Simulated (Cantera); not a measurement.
An isothermal plug-flow reactor at 550 K and 975 Torr (inlet), inlet velocity 0.28 m/s, active area per volume 950 1/m; feed H₂ : O₂ : N₂ = 0.026 : 0.085 : 0.79 (molar parts).

Computed with Cantera and Deutschmann's 1995 Pt surface mechanism with GRI-Mech 3.0 gas chemistry. Catalytic surfaces can have several steady states; this one follows from the mechanism file's or the stated starting coverage. Mass transfer to the wall is taken as infinitely fast.

Problem. What does this change do: N2 0.79 to 1.4 parts?

Solution. 
```csv
quantity,before,after
x(H₂) at z = 0.01 m,5.30e-5,3.14e-5
x(O₂) at z = 0.01 m,0.0811,0.0481
x(H₂O) at z = 0.01 m,0.0292,0.0173
θ(free Pt) at the exit,0.00105,0.00107
θ(O*) at the exit,0.994,0.995
θ(OH*) at the exit,0.00446,0.00347
```
